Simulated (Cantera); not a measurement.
An isothermal, constant-pressure homogeneous reactor starts with H2 : O2 : N2 = 1.7 : 1 : 2.4 (molar parts), at 1325 K and 1.00 bar. Integrator tolerance rtol = 1e-08.

Detailed kinetics in Cantera: GRI-Mech 3.0 (53 species, 325 reactions). The temperature is held fixed by assumption; the heat of reaction is taken as removed at once.

Q: What does this change do: temperature 1325 to 925 K?

A: 
| quantity | before | after |
|---|---|---|
| x(H2) at 5.00 s | 2.88e-7 (gas-phase equilibrium 2.88e-7) | 0.0144 (gas-phase equilibrium 1.67e-11) |
| x(O2) at 5.00 s | 0.0353 (gas-phase equilibrium 0.0352) | 0.0422 (gas-phase equilibrium 0.0353) |
| x(H2O) at 5.00 s | 0.400 (gas-phase equilibrium 0.400) | 0.383 (gas-phase equilibrium 0.400) |
| x(NO) at 5.00 s | 1.38e-5 (gas-phase equilibrium 0.000162) | 2.25e-12 (gas-phase equilibrium 4.48e-6) |
| x(N2O) at 5.00 s | 8.98e-9 (gas-phase equilibrium 8.97e-9) | 1.57e-8 (gas-phase equilibrium 3.39e-10) |
| x(OH) at 5.00 s | 1.79e-5 (gas-phase equilibrium 1.79e-5) | 4.98e-8 (gas-phase equilibrium 3.03e-8) |
| x(HO2) at 5.00 s | 2.48e-8 (gas-phase equilibrium 2.48e-8) | 1.71e-5 (gas-phase equilibrium 1.34e-10) |
Below about 950 K walls govern HO2 and H2O2 in real vessels.
